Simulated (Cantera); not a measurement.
A freely propagating, adiabatic, planar premixed flame of CH₄ : O₂ : N₂ : H₂O = 1 : 2.53 : 9.52 : 0.43 (molar parts), unburnt at 373 K and 110000 Pa; mixture-averaged transport, grid criteria slope 0.08 and curve 0.16, no radiation.

Detailed kinetics in Cantera: GRI-Mech 3.0 (53 species, 325 reactions). Burning velocities carry a grid error of a few per cent, more on coarse grids.

x: mole fraction of selected species; z is measured from the peak of heat release.

```csv
z (mm),T (K),u (m/s),x CH₄,x O₂,x H₂O,x NO₂,x OH,x C₂H₆
-1.55,373,0.329,0.0741,0.188,0.0319,<1e-8,<1e-8,?
-1.03,376,0.332,0.0739,0.187,0.0323,<1e-8,<1e-8,?
-0.773,387,0.343,0.0731,0.186,0.0339,1.10e-8,<1e-8,?
-0.515,461,0.410,0.0688,0.181,0.0430,8.45e-8,1.04e-7,?
-0.258,849,0.760,0.0474,0.149,0.0838,1.78e-7,1.08e-5,?
-0.129,1220,1.10,0.0258,0.114,0.120,4.31e-8,0.000132,?
0,1574,1.42,0.00549,0.0744,0.153,<1e-8,0.00156,?
0.129,1719,1.54,0.000254,0.0541,0.166,<1e-8,0.00451,?
0.258,1776,1.59,6.21e-6,0.0480,0.168,<1e-8,0.00553,<1e-8
0.515,1844,1.64,<1e-8,0.0441,0.170,<1e-8,0.00553,<1e-8
1.03,1908,1.69,<1e-8,0.0416,0.174,<1e-8,0.00464,<1e-8
2.06,1952,1.73,<1e-8,0.0402,0.177,<1e-8,0.00331,<1e-8
4.12,1974,1.74,<1e-8,0.0397,0.179,1.08e-8,0.00221,<1e-8
```

Q: Complete the blanks.

A: 
- -1.55, x C₂H₆: 1.30e-8
- -1.03, x C₂H₆: 3.34e-7
- -0.773, x C₂H₆: 2.33e-6
- -0.515, x C₂H₆: 2.83e-5
- -0.258, x C₂H₆: 0.000328
- -0.129, x C₂H₆: 0.000505
- 0, x C₂H₆: 5.97e-5
- 0.129, x C₂H₆: 1.06e-7
